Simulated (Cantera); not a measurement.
Input: 1 mol SiCl4, 4.1 mol HCl, 2.7 mol H2, equilibrated at 1200 °C and 750 Torr.

These are equilibrium values from Cantera (NASA tables, ideal gas, pure condensed phases), not measurements of a reactor. Candidate condensed phases: Si; 19 gas species. The tables' values for SiCl3 are old estimates; treat these amounts as uncertain. The numbers say what is thermodynamically allowed, not how fast it happens.

Base state: HCl 0.546, H2 0.327, SiCl4 0.106, SiCl3 0.0110, SiHCl3 0.00599, SiCl2 0.00387, SiH2Cl2 5.30e-5 (mole fractions); condensed: gas only.

**Question.** What changes in the equilibrium state with this change: H2 from 2.7 to 0.94 mol?

**Answer.** 
| species | before | after |
|---|---|---|
| HCl | 0.546 | 0.689 |
| SiCl4 | 0.106 | 0.152 |
| H2 | 0.327 | 0.146 |
| SiCl3 | 0.0110 | 0.00828 |
| SiH2Cl2 | 5.30e-5 | 9.43e-6 |
| SiCl2 | 0.00387 | 0.00155 |
| SiHCl3 | 0.00599 | 0.00302 |
| Cl | 9.79e-6 | 1.85e-5 |
